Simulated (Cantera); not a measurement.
Standard-state values (1 bar) from the NASA 1993 polynomials, evaluated with Cantera. Values are per mole of reaction as written; species without (g) are pure solids or liquids, kept so even where they would boil at 1 bar.

Between 300 and 973 K, where is each reaction favourable under standard conditions?
- SrO → Sr + O(g)


- SrO → Sr + O(g): ΔG° is 793 kJ at 300 K and 685 kJ at 973 K; it stays positive (K < 1). ΔH° is 841 kJ and ΔS° 161 J/K at 973 K.
